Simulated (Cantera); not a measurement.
**Thermodynamics of silicon oxide and oxynitride deposition, feed SiH4 + O3 + N2 + H2O**

Feed: 1 mol SiH4, 0.15 mol O3, 2.2 mol N2, a varied amount of H2O, equilibrated at 1373 K and 16.5 Torr.

Method: chemical equilibrium by Gibbs-energy minimisation in Cantera with the NASA 1993 tables (ideal gas, pure condensed phases). Candidate condensed phases: H2O, Si, SiO2, Si2N2O, Si3N4; 35 gas species. N2 is the only nitrogen source here; it is nearly inert below about 1500 K, so the nitride shown seldom forms there in practice. Mutual solubility and eutectic melting of coexisting phases are not modelled. The tables hold silica as quartz up to 1696 K and as liquid above; real silica turns to tridymite and cristobalite and melts near 1996 K. Gases not in the tables: Si(OH)4. The numbers say what is thermodynamically allowed, not how fast it happens.

From 0.31 mol H2O to 1.5 mol H2O the condensed part is SiO2(β-quartz) + Si2N2O(s). From 2 mol H2O to 9.5 mol H2O the condensed part is SiO2(β-quartz).

```json
[
 {"n(H2O) (mol)": "0.31", "x H2": "0.564", "x H2O": "6.87e-5", "x N2": "0.436", "x H": "1.69e-5", "x SiO": "1.14e-5", "x NH3": "5.79e-7", "x OH": "3.66e-11", "n SiO2(β-quartz)": "0.173", "n Si2N2O(s)": "0.413"},
 {"n(H2O) (mol)": "0.42", "x H2": "0.570", "x H2O": "6.91e-5", "x N2": "0.430", "x H": "1.70e-5", "x SiO": "1.15e-5", "x NH3": "5.84e-7", "x OH": "3.67e-11", "n SiO2(β-quartz)": "0.246", "n Si2N2O(s)": "0.377"},
 {"n(H2O) (mol)": "0.57", "x H2": "0.578", "x H2O": "6.96e-5", "x N2": "0.422", "x H": "1.71e-5", "x SiO": "1.16e-5", "x NH3": "5.91e-7", "x OH": "3.67e-11", "n SiO2(β-quartz)": "0.346", "n Si2N2O(s)": "0.327"},
 {"n(H2O) (mol)": "0.78", "x H2": "0.588", "x H2O": "7.03e-5", "x N2": "0.411", "x H": "1.72e-5", "x SiO": "1.17e-5", "x NH3": "5.99e-7", "x OH": "3.67e-11", "n SiO2(β-quartz)": "0.486", "n Si2N2O(s)": "0.257"},
 {"n(H2O) (mol)": "1.1", "x H2": "0.602", "x H2O": "7.11e-5", "x N2": "0.398", "x H": "1.74e-5", "x SiO": "1.18e-5", "x NH3": "6.10e-7", "x OH": "3.67e-11", "n SiO2(β-quartz)": "0.700", "n Si2N2O(s)": "0.150"},
 {"n(H2O) (mol)": "1.5", "x H2": "0.616", "x H2O": "7.19e-5", "x N2": "0.384", "x H": "1.76e-5", "x SiO": "1.19e-5", "x NH3": "6.20e-7", "x OH": "3.67e-11", "n SiO2(β-quartz)": "0.966", "n Si2N2O(s)": "0.0168"},
 {"n(H2O) (mol)": "2", "x H2": "0.573", "x H2O": "0.0726", "x N2": "0.355", "x H": "1.70e-5", "x SiO": "1.10e-8", "x NH3": "5.34e-7", "x OH": "3.84e-8", "n SiO2(β-quartz)": "1.00", "n Si2N2O(s)": "0"},
 {"n(H2O) (mol)": "2.7", "x H2": "0.514", "x H2O": "0.167", "x N2": "0.319", "x H": "1.61e-5", "x SiO": "4.30e-9", "x NH3": "4.31e-7", "x OH": "9.31e-8", "n SiO2(β-quartz)": "1.00", "n Si2N2O(s)": "0"},
 {"n(H2O) (mol)": "3.7", "x H2": "0.449", "x H2O": "0.272", "x N2": "0.278", "x H": "1.50e-5", "x SiO": "2.30e-9", "x NH3": "3.29e-7", "x OH": "1.63e-7", "n SiO2(β-quartz)": "1.00", "n Si2N2O(s)": "0"},
 {"n(H2O) (mol)": "5.1", "x H2": "0.382", "x H2O": "0.382", "x N2": "0.237", "x H": "1.39e-5", "x SiO": "1.39e-9", "x NH3": "2.37e-7", "x OH": "2.48e-7", "n SiO2(β-quartz)": "1.00", "n Si2N2O(s)": "0"},
 {"n(H2O) (mol)": "6.9", "x H2": "0.320", "x H2O": "0.482", "x N2": "0.198", "x H": "1.27e-5", "x SiO": "9.25e-10", "x NH3": "1.67e-7", "x OH": "3.42e-7", "n SiO2(β-quartz)": "1.00", "n Si2N2O(s)": "0"},
 {"n(H2O) (mol)": "9.5", "x H2": "0.259", "x H2O": "0.580", "x N2": "0.161", "x H": "1.14e-5", "x SiO": "6.22e-10", "x NH3": "1.09e-7", "x OH": "4.57e-7", "n SiO2(β-quartz)": "1.00", "n Si2N2O(s)": "0"}
]
```
x: gas mole fraction; n: condensed amount in mol.
